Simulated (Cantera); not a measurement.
A Cantera script and its output.

```python
import numpy as np
import cantera as ct

gas = ct.Solution("gri30.yaml")
gas.TPX = 1200, 1900, {'C2H6': 1, 'N2': 140}
reactor = ct.IdealGasConstPressureReactor(gas, energy="off", clone=False)
net = ct.ReactorNet([reactor])
net.rtol, net.atol = 1e-08, 1e-18
show = ['C2H6', 'HCN', 'C2H2', 'C2H4', 'CH3', 'H2', 'C2H']
times = np.geomspace(0.0001, 50, 14)

steps = ct.SolutionArray(gas, extra=["t"])
rows = []
print(f"{'t/s':>10s}{'T/K':>9s}{'P/Pa':>11s}" + "".join(f"{s:>11s}" for s in show))
for t in times:
    while net.time < t:
        t_next = net.step()
        steps.append(gas.state, t=t_next)
    rows.append([np.interp(t, steps.t, y) for y in (steps.T, steps.P, *steps(*show).X.T)])
    print(f"{t:10.3e}{rows[-1][0]:9.1f}{rows[-1][1]:11.4g}" + "".join(f"{x:11.3e}" for x in rows[-1][2:]))
rate = np.gradient(steps.T, steps.t)
print("integrator steps:", len(steps.t))
if steps.T.max() > steps.T[0] + 200:
    print(f"time of steepest temperature rise: {steps.t[rate.argmax()]:.4e} s")
gas.TPX = 1200, 1900, {'C2H6': 1, 'N2': 140}
gas.equilibrate("TP")
print(f"equilibrium (TP): T = {gas.T:.1f} K  " + "  ".join(f"{s} {gas[s].X[0]:.3e}" for s in show))
```

Result:

```
       t/s      T/K       P/Pa       C2H6        HCN       C2H2       C2H4        CH3         H2        C2H
 1.000e-04   1200.0       1900  7.092e-03  4.155e-22  1.589e-18  2.857e-11  2.140e-07  8.981e-12  6.108e-31
 2.744e-04   1200.0       1900  7.092e-03  8.585e-21  7.566e-17  4.886e-10  5.861e-07  1.629e-10  5.913e-28
 7.529e-04   1200.0       1900  7.091e-03  2.966e-19  4.376e-15  8.488e-09  1.599e-06  4.510e-09  9.445e-25
 2.066e-03   1200.0       1900  7.090e-03  1.760e-16  4.600e-13  1.531e-07  4.316e-06  1.163e-07  2.277e-21
 5.669e-03   1200.0       1900  7.083e-03  1.922e-13  1.019e-10  2.873e-06  1.129e-05  2.583e-06  1.001e-17
 1.556e-02   1200.0       1900  7.025e-03  1.023e-10  2.495e-08  4.719e-05  2.761e-05  4.504e-05  3.637e-14
 4.269e-02   1200.0       1900  6.653e-03  2.204e-09  1.758e-06  3.805e-04  5.857e-05  3.678e-04  2.740e-12
 1.171e-01   1200.0       1900  5.355e-03  6.737e-09  3.501e-05  1.555e-03  6.845e-05  1.542e-03  1.818e-11
 3.214e-01   1200.0       1900  2.572e-03  1.173e-08  3.430e-04  3.826e-03  4.806e-05  4.236e-03  8.402e-11
 8.819e-01   1200.0       1900  2.694e-04  1.559e-08  1.729e-03  4.540e-03  1.423e-05  7.509e-03  2.137e-10
 2.420e+00   1200.0       1900  1.441e-05  1.609e-08  3.203e-03  3.293e-03  3.292e-06  9.188e-03  1.030e-10
 6.641e+00   1200.0       1900  1.151e-06  1.610e-08  4.118e-03  2.385e-03  1.002e-06  1.011e-02  3.980e-11
 1.822e+01   1200.0       1900  1.442e-07  1.609e-08  4.782e-03  1.718e-03  3.675e-07  1.077e-02  1.678e-11
 5.000e+01   1200.0       1900  4.235e-08  1.608e-08  5.398e-03  1.098e-03  2.018e-07  1.138e-02  1.030e-11
integrator steps: 1240
equilibrium (TP): T = 1200.0 K  C2H6 1.418e-10  HCN 1.170e-02  C2H2 1.113e-03  C2H4 3.537e-06  CH3 1.179e-08  H2 1.391e-02  C2H 2.471e-12
```

Model: GRI-Mech 3.0 (53 species, 325 reactions), integrated in Cantera. GRI-Mech 3.0 stops at C3 and has no aromatics, soot or wall deposition, so with more carbon than oxygen in the feed, carbon stays in small species such as C2H2 where larger ones or solid carbon would form. Radical loss at walls, strong at low pressure, is not modelled.
